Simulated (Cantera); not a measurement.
Cantera run:

```python
import numpy as np
import cantera as ct

gas_names = """
    CL CL2 H HCL H2 Si SiCL SiCL2 SiCL3 SiCL4 SiH SiHCL3 SiH2 SiH2CL2 SiH3 SiH3CL SiH4 Si2 Si3
""".split()
cond_names = """
    Si(cr) Si(L)
""".split()


def load(file, names, dense=False):
    # The tables refer to 1 bar. Condensed volumes are neglected.
    table = {s.name: s for s in ct.Species.list_from_file(file)}
    out = []
    for n in names:
        d = dict(table[n].input_data)
        d["thermo"] = dict(d["thermo"], **{"reference-pressure": 1e5})
        if dense:
            d["equation-of-state"] = {"model": "constant-volume", "density": "1e6 g/cm^3"}
        out.append(ct.Species.from_dict(d))
    return out


gas = ct.Solution(thermo="ideal-gas", species=load("nasa_gas.yaml", gas_names))
cond = {s.name: ct.Solution(thermo="fixed-stoichiometry", species=[s], name=s.name)
        for s in load("nasa_condensed.yaml", cond_names, dense=True)}
atoms = {
    'Si': {'Si': 1},
    'Cl2': {'CL': 2},
    'H2': {'H': 2},
}
top_T = {}  # K; cautious upper limits of use, not melting points


def equilibrate(T, P, feed):
    n = {}
    for name, mol in feed.items():
        for a, k in atoms[name].items():
            n[a] = n.get(a, 0.0) + k * mol
    gas.TPX = T, P, n
    mass = sum(n.values()) * gas.mean_molecular_weight
    gas.equilibrate("TP")
    valid = [c for c in cond.values() if c.min_temp <= T <= top_T.get(c.name, c.max_temp)]
    mix = ct.Mixture([(gas, mass / gas.mean_molecular_weight)] + [(c, 0.0) for c in valid])
    mix.T, mix.P = T, P
    mix.equilibrate("TP", solver="vcs", rtol=1e-11, max_steps=5000)
    return mix


results = []
feed = {'Si': 1, 'Cl2': 1.7, 'H2': 18}  # mol
P = 5.5  # Pa
for T in [798, 898, 998, 1098, 1198, 1298, 1398, 1498, 1598, 1698]:
    mix = equilibrate(T, P, feed)
    results.append((T, P, feed, dict(zip(mix.species_names, mix.species_moles))))

top = {s: max(r[3][s] / sum(r[3][g] for g in gas_names) for r in results) for s in gas_names}
cols = sorted((s for s in top if top[s] > 0.0001), key=lambda s: -top[s])[:6]
seen = [c for c in cond_names if any(r[3].get(c, 0) > 1e-12 for r in results)]
print("log10 of partial pressures in bar; condensed amounts in mol")
print(f"{'T/K':>10s}" + "".join(f"{s[:9]:>10s}" for s in cols + seen))
for T, P, feed, n in results:
    ng = sum(n[g] for g in gas_names)
    print(f"{T:10.4g}" + "".join(f"{np.log10(max(n[s] / ng * P / 1e5, 1e-99)):10.3f}" for s in cols)
          + "".join(f"{n.get(c, 0):10.4g}" for c in seen))
```

It prints:

```
log10 of partial pressures in bar; condensed amounts in mol
       T/K        H2       HCL     SiCL4     SiCL2         H        Si    Si(cr)
       798    -4.284    -6.162    -5.662    -8.032   -13.716   -21.680    0.1938
       898    -4.294    -5.674    -5.762    -6.924   -12.108   -18.410     0.297
       998    -4.311    -5.353    -6.093    -6.167   -10.823   -15.798    0.4017
      1098    -4.323    -5.236    -6.939    -5.841    -9.768   -13.665    0.4002
      1198    -4.325    -5.230    -8.027    -5.764    -8.883   -11.890    0.3644
      1298    -4.324    -5.241    -9.009    -5.733    -8.132   -10.391    0.3311
      1398    -4.324    -5.253    -9.858    -5.713    -7.487    -9.108    0.3022
      1498    -4.324    -5.264   -10.594    -5.698    -6.927    -7.998     0.274
      1598    -4.327    -5.277   -11.243    -5.690    -6.437    -7.029    0.2201
      1698    -4.336    -5.290   -11.828    -5.700    -6.008    -6.194         0
```

Cantera equilibrium calculation (NASA polynomials, part measured and part estimated; ideal gas, pure solids and liquids). The tables' values for SiCl3, SiCl are old estimates; treat these amounts as uncertain. Gases not in the tables: Si2H6 and higher silanes.
